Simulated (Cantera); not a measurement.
A perfectly stirred reactor is fed with CO : O2 : H2O : N2 = 0.024 : 0.071 : 0.0052 : 1 (molar parts), at 0.188 atm; it is held at 1523 K, and followed from long to short residence time.

Computed with Cantera and GRI-Mech 3.0 (53 species, 325 reactions).

### Question
What does this change do: N2 1 to 5.5 parts?

### Answer
```tsv
quantity	before	after
x(CO) at τ = 1.90 s	0.000226	0.000130
x(O2) at τ = 1.90 s	0.0541	0.0105
x(H2O) at τ = 1.90 s	0.00466	0.000883
x(CO2) at τ = 1.90 s	0.0218	0.00416
x(H2O2) at τ = 1.90 s	5.29e-9	8.25e-10
x(CO) at τ = 51.0 ms	0.00224	0.00109
x(O2) at τ = 51.0 ms	0.0540	0.0106
x(H2O) at τ = 51.0 ms	0.00419	0.000712
x(CO2) at τ = 51.0 ms	0.0198	0.00320
x(H2O2) at τ = 51.0 ms	2.09e-8	2.92e-9
```
